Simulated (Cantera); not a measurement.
**Carbothermic reduction: Ta₂O₅ + CO + H₂**

Charge: 1 mol Ta₂O₅, 4.8 mol CO, 0.032 mol H₂, equilibrated at 1.00 Torr.

Method: chemical equilibrium by Gibbs-energy minimisation in Cantera with the NASA 1993 tables (ideal gas, pure condensed phases). Candidate condensed phases: C, C₆H₆, C₇H₈, C₈H₁₈, H₂O, Ta, TaC, Ta₂O₅; 113 gas species. Mutual solubility and eutectic melting of coexisting phases are not modelled. TaC: taken at fixed stoichiometry. Condensed phases not in the tables: Ta₂C. Kinetics and transport are ignored.

At 973 K the condensed part is C(graphite) + Ta₂O₅(s). From 1048 K to 1873 K the condensed part is TaC(s) + Ta₂O₅(s). At 1948 K the condensed part is Ta₂O₅(s).

| T (K) | x CO | x H₂ | x H | x CO₂ | x TaO₂ | x TaO | x H₂O | x OH | n C(graphite) | n Ta₂O₅(s) | n TaC(s) |
|---|---|---|---|---|---|---|---|---|---|---|---|
| 973 | 0.992 | 0.00663 | 2.41e-9 | 0.00132 | <1e-12 | <1e-12 | 5.45e-6 | <1e-12 | 0.00638 | 1.00 | 0 |
| 1048 | 0.993 | 0.00662 | 1.72e-8 | 0.000331 | <1e-12 | <1e-12 | 1.86e-6 | <1e-12 | 0 | 1.000 | 0.000460 |
| 1123 | 0.993 | 0.00662 | 9.49e-8 | 0.000326 | <1e-12 | <1e-12 | 2.38e-6 | <1e-12 | 0 | 1.000 | 0.000454 |
| 1198 | 0.993 | 0.00662 | 4.24e-7 | 0.000322 | <1e-12 | <1e-12 | 2.93e-6 | 1.48e-12 | 0 | 1.000 | 0.000449 |
| 1273 | 0.993 | 0.00662 | 1.59e-6 | 0.000318 | <1e-12 | <1e-12 | 3.51e-6 | 9.72e-12 | 0 | 1.000 | 0.000444 |
| 1348 | 0.993 | 0.00662 | 5.15e-6 | 0.000315 | 5.72e-12 | <1e-12 | 4.11e-6 | 5.16e-11 | 0 | 1.000 | 0.000441 |
| 1423 | 0.993 | 0.00661 | 1.48e-5 | 0.000313 | 1.25e-10 | 1.91e-12 | 4.72e-6 | 2.29e-10 | 0 | 1.000 | 0.000438 |
| 1498 | 0.993 | 0.00660 | 3.82e-5 | 0.000311 | 1.99e-9 | 4.92e-11 | 5.32e-6 | 8.75e-10 | 0 | 1.000 | 0.000436 |
| 1573 | 0.993 | 0.00657 | 9.03e-5 | 0.000309 | 2.41e-8 | 9.22e-10 | 5.91e-6 | 2.93e-9 | 0 | 1.000 | 0.000434 |
| 1648 | 0.993 | 0.00652 | 0.000197 | 0.000307 | 2.31e-7 | 1.32e-8 | 6.46e-6 | 8.77e-9 | 0 | 1.000 | 0.000433 |
| 1723 | 0.993 | 0.00641 | 0.000400 | 0.000306 | 1.81e-6 | 1.48e-7 | 6.94e-6 | 2.37e-8 | 0 | 1.000 | 0.000430 |
| 1798 | 0.993 | 0.00623 | 0.000761 | 0.000305 | 1.19e-5 | 1.36e-6 | 7.29e-6 | 5.86e-8 | 0 | 1.000 | 0.000420 |
| 1873 | 0.992 | 0.00593 | 0.00136 | 0.000304 | 6.64e-5 | 1.04e-5 | 7.45e-6 | 1.33e-7 | 0 | 1.000 | 0.000363 |
| 1948 | 0.992 | 0.00546 | 0.00229 | 0.000327 | 0.000311 | 5.99e-5 | 7.91e-6 | 3.00e-7 | 0 | 0.999 | 0 |
x: gas mole fraction; n: condensed amount in mol.
